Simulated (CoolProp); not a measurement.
A single-stage vapour-compression cycle with nitrous oxide: evaporating at 195.15 K (dew point), condensing at 234.15 K (bubble point), superheat 8 K, subcooling 0 K, compressor efficiency 0.9, no pressure losses. Each further row changes one setting.

Values from CoolProp's reference Helmholtz-energy equation of state, Lemmon 2006. It is a short technical equation, of lower accuracy than the large ones.

```
case                              cooling COP  pressure ratio  discharge temperature (K)  refrigerating effect (kJ/kg)  volumetric capacity (kJ/m³)
--------------------------------  -----------  --------------  -------------------------  ----------------------------  ---------------------------
as stated                                3.56            5.33                      310.0                           299                         1470
evaporating temperature 200.15 K         4.31            4.13                      298.3                           302                         1890
condensing temperature 229.15 K          4.20            4.46                      297.1                           309                         1520
subcooling 5 K                           3.67            5.33                      310.0                           309                         1520
superheat 18 K                           3.48            5.33                      323.3                           308                         1430
compressor efficiency 0.8                3.17            5.33                      321.0                           299                         1470
```
